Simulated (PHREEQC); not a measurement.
Ca(OH)2 is added in steps, without added water, to 1 kg of water holding 0.0051 mol FeCl3, 0.0092 mol CaCl2, 0.00025 mol HCl and 3.7e-05 mol Na2SO4, at 25 °C. Oxygen is held at 0.21 atm. No CO2 enters from the air. Solids allowed: Gypsum, Fe(OH)3(a), Halite. Others were left out.

Base run: PHREEQC, ion-association model, phreeqc.dat. Each further column changes one thing. The table gives pH.

```json
[
 {"Ca(OH)2 added (mol)": "0", "base": "2.55", "all activity coefficients set to 1": "___", "database wateq4f.dat": "2.55", "metal-ligand complexes left out": "2.50", "Davies equation for every ion": "2.59"},
 {"Ca(OH)2 added (mol)": "0.0005562", "base": "2.65", "all activity coefficients set to 1": "2.60", "database wateq4f.dat": "2.65", "metal-ligand complexes left out": "2.60", "Davies equation for every ion": "2.70"},
 {"Ca(OH)2 added (mol)": "0.001669", "base": "2.88", "all activity coefficients set to 1": "2.68", "database wateq4f.dat": "2.88", "metal-ligand complexes left out": "2.86", "Davies equation for every ion": "2.89"},
 {"Ca(OH)2 added (mol)": "0.002225", "base": "2.89", "all activity coefficients set to 1": "2.70", "database wateq4f.dat": "2.89", "metal-ligand complexes left out": "2.88", "Davies equation for every ion": "2.91"},
 {"Ca(OH)2 added (mol)": "0.002781", "base": "2.91", "all activity coefficients set to 1": "___", "database wateq4f.dat": "2.91", "metal-ligand complexes left out": "2.89", "Davies equation for every ion": "2.92"},
 {"Ca(OH)2 added (mol)": "0.003894", "base": "2.95", "all activity coefficients set to 1": "2.77", "database wateq4f.dat": "2.95", "metal-ligand complexes left out": "2.93", "Davies equation for every ion": "2.97"},
 {"Ca(OH)2 added (mol)": "0.00445", "base": "2.98", "all activity coefficients set to 1": "2.80", "database wateq4f.dat": "2.98", "metal-ligand complexes left out": "2.96", "Davies equation for every ion": "2.99"},
 {"Ca(OH)2 added (mol)": "0.005006", "base": "3.01", "all activity coefficients set to 1": "___", "database wateq4f.dat": "3.01", "metal-ligand complexes left out": "2.99", "Davies equation for every ion": "3.03"},
 {"Ca(OH)2 added (mol)": "0.006119", "base": "3.11", "all activity coefficients set to 1": "2.95", "database wateq4f.dat": "3.11", "metal-ligand complexes left out": "3.10", "Davies equation for every ion": "3.13"},
 {"Ca(OH)2 added (mol)": "0.006675", "base": "3.20", "all activity coefficients set to 1": "3.05", "database wateq4f.dat": "3.20", "metal-ligand complexes left out": "3.19", "Davies equation for every ion": "3.22"},
 {"Ca(OH)2 added (mol)": "0.007231", "base": "3.38", "all activity coefficients set to 1": "___", "database wateq4f.dat": "3.38", "metal-ligand complexes left out": "3.37", "Davies equation for every ion": "3.39"},
 {"Ca(OH)2 added (mol)": "0.008344", "base": "10.90", "all activity coefficients set to 1": "10.94", "database wateq4f.dat": "10.91", "metal-ligand complexes left out": "10.90", "Davies equation for every ion": "10.91"},
 {"Ca(OH)2 added (mol)": "0.0089", "base": "11.20", "all activity coefficients set to 1": "11.24", "database wateq4f.dat": "11.20", "metal-ligand complexes left out": "11.20", "Davies equation for every ion": "11.21"}
]
```

### Question
Some entries are withheld; supply them.

### Answer

- 0, all activity coefficients set to 1: 2.49
- 0.002781, all activity coefficients set to 1: 2.72
- 0.005006, all activity coefficients set to 1: 2.84
- 0.007231, all activity coefficients set to 1: 3.25

 phreeqc.dat and wateq4f.dat share most of their constants, so their agreement is no independent check. Solids allowed in the column 'database wateq4f.dat': Gypsum, Portlandite, Fe(OH)3(a), Jarosite-Na, Halite, Mirabilite.
